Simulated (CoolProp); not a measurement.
Model: reference Helmholtz-energy equation of state, Guder 2009, in CoolProp.

Q: For sulfur hexafluoride, give the phase and the Joule-Thomson coefficient (K/MPa), viscosity (µPa s), Prandtl number at 250.55 °C and 3.36 MPa; 25.15 °C and 2.14 MPa; 119.55 °C and 0.429 MPa.

A: 
- 250.55 °C and 3.36 MPa: gas; Joule-Thomson coefficient 2.13, viscosity 26.1, Prandtl number 0.736
- 25.15 °C and 2.14 MPa: gas; Joule-Thomson coefficient 15.1, viscosity 17.0, Prandtl number 1.02
- 119.55 °C and 0.429 MPa: gas; Joule-Thomson coefficient 4.53, viscosity 19.5, Prandtl number 0.765

Viscosity comes from a separate model (Quiñones-Cisneros 2012). Thermal conductivity comes from a separate model (Assael 2012).
